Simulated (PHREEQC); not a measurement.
Dissolve 5.8e-07 mol/kgw CaSO4, 1.2e-06 mol/kgw NaHCO3 and 1.1e-06 mol/kgw NaCl at 25 °C. Closed to the air; pH follows from the charge balance.

All values are PHREEQC results (ion-association model, phreeqc.dat), not measurements.

No solid was allowed to form.

**Question.** Predict the pH, ionic strength.

**Answer.** pH 7.26; ionic strength 4.68e-6 mol/kgw.

**Question.** In which forms is C present?

**Answer.** HCO3- 89 %, CO2 11 % of the C.

Species that the database lacks are ignored.
